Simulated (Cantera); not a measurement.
An isothermal, constant-pressure homogeneous reactor starts with NH3 : N2 = 1 : 0.25 (molar parts), at 2325 K and 3400 Pa. Integrator tolerance rtol = 1e-08.

Detailed kinetics in Cantera: the gas-phase N/H chemistry of the illustrative SiF4/NH3 mechanism in the Surface Chemkin manual (1991). Walls and surfaces, which speed up NH3 decomposition in real reactors, are not modelled.

What does this change do: pressure from 3400 Pa to 1100 Pa?


```tsv
quantity	before	after
x(NH3) at 3.00 s	1.33e-7 (gas-phase equilibrium 1.22e-7)	2.05e-7 (gas-phase equilibrium 3.65e-8)
x(N2H2) at 3.00 s	<1e-12 (gas-phase equilibrium <1e-12)	<1e-12 (gas-phase equilibrium <1e-12)
x(H) at 3.00 s	0.0476 (gas-phase equilibrium 0.0476)	0.0624 (gas-phase equilibrium 0.0817)
x(H2) at 3.00 s	0.627 (gas-phase equilibrium 0.627)	0.615 (gas-phase equilibrium 0.599)
x(N2) at 3.00 s	0.325 (gas-phase equilibrium 0.325)	0.323 (gas-phase equilibrium 0.320)
x(N) at 3.00 s	1.71e-7 (gas-phase equilibrium 1.58e-7)	6.31e-7 (gas-phase equilibrium 2.75e-7)
x(NH) at 3.00 s	5.17e-8 (gas-phase equilibrium 4.76e-8)	1.43e-7 (gas-phase equilibrium 4.61e-8)
```
